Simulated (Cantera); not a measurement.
A jet of CH4 : O2 : N2 = 0.049 : 0.17 : 0.79 (molar parts), equivalence ratio 0.58 at 300 K and 4600 Pa hits a platinum plate 2.5 cm away at a mass flux of 0.05 kg/m²/s; the plate temperature is set and raised in steps from an oxygen-covered start.

Detailed kinetics in Cantera: Deutschmann's 1995 Pt surface mechanism with GRI-Mech 3.0 gas chemistry. Catalytic surfaces can have several steady states; this one follows from the mechanism file's or the stated starting coverage.

x: mole fraction at the wall; θ: surface coverage.

```
plate T (K)  wall x CH4  wall x O2  wall x H2O  wall x OH  wall x CO  wall x CO2  θ free Pt   θ O*
-----------  ----------  ---------  ----------  ---------  ---------  ----------  ---------  -----
950              0.0333      0.136      0.0285    1.18e-7          ?      0.0188      0.294  0.705
1000             0.0278      0.124      0.0387    3.43e-7          ?      0.0256      0.369  0.630
1050             0.0231      0.114      0.0474    8.58e-7          ?      0.0314      0.444  0.555
1100             0.0193      0.106      0.0543    1.93e-6          ?      0.0360      0.516  0.483
1150             0.0164     0.0999      0.0594    3.94e-6          ?      0.0394      0.584  0.416
1200             0.0143     0.0954      0.0632    7.45e-6          ?      0.0420      0.646  0.353
1250             0.0126     0.0922      0.0660    1.32e-5          ?      0.0438      0.702  0.297
```

### Question
Complete the blanks.

### Answer

- 950, wall x CO: 1.86e-5
- 1000, wall x CO: 2.12e-5
- 1050, wall x CO: 2.38e-5
- 1100, wall x CO: 2.67e-5
- 1150, wall x CO: 3.02e-5
- 1200, wall x CO: 3.48e-5
- 1250, wall x CO: 4.08e-5
